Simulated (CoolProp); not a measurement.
Vapour-liquid equilibrium of diethyl ether (1) + ethanol (2) at 7.75 bar; x and y are mole fractions of (1).

Computed with CoolProp (multi-fluid Helmholtz-energy mixture model, Thol 2014 and Schroeder 2014; pair parameters Bell 2016).

| x | bubble temperature (K) | y at the bubble point | dew temperature at overall composition x (K) | liquid density (mol/L) |
|---|---|---|---|---|
| 0.05 | 410.2 | 0.132 | 412.6 | 13.94 |
| 0.2 | … | … | 408.0 | 12.69 |
| 0.35 | … | 0.580 | 402.8 | … |
| 0.5 | 389.1 | 0.689 | 397.0 | 10.55 |
| 0.65 | 385.8 | 0.774 | … | 9.666 |
| 0.8 | 383.2 | 0.859 | 384.9 | 8.905 |
| 0.95 | 381.2 | 0.959 | 381.3 | … |

Task: Complete the blanks.

Result: 
- 0.2, bubble temperature (K): 400.4
- 0.2, y at the bubble point: 0.414
- 0.35, bubble temperature (K): 393.7
- 0.35, liquid density (mol/L): 11.56
- 0.65, dew temperature at overall composition x (K): 390.7
- 0.95, liquid density (mol/L): 8.255

No azeotrope shows between x = 0.05 and 0.95.

Pair parameters are fitted to limited data, so mixtures are less certain than the pure fluids.
